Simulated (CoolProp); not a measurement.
Saturation properties of cyclopentane.

The numbers come from the reference Helmholtz-energy equation of state, Gedanitz 2015 in CoolProp.

| T (K) | p (MPa) | liquid density (kg/m³) | surface tension (mN/m) |
|---|---|---|---|
| 254.9 | 0.005472 | 781.7 | 28.2 |
| 257.3 | 0.006261 | 779.5 | 27.9 |
| 259.7 | 0.007144 | 777.3 | 27.5 |
| 262 | 0.008084 | 775.1 | 27.1 |
| 264.4 | 0.009174 | 772.9 | 26.8 |
| 266.8 | 0.01038 | 770.6 | 26.4 |
| 269.1 | 0.01166 | 768.4 | 26.1 |
| 271.5 | 0.01313 | 766.2 | 25.7 |
| 273.8 | 0.01468 | 764.0 | 25.4 |
| 276.2 | 0.01646 | 761.7 | 25.0 |
| 278.6 | 0.01840 | 759.4 | 24.7 |
| 280.9 | 0.02044 | 757.2 | 24.3 |
| 283.3 | 0.02276 | 754.9 | 24.0 |
| 285.6 | 0.02518 | 752.7 | 23.7 |

It boils at 322.4 K under 1 atm.

Surface tension comes from a separate correlation (Mulero 2014).
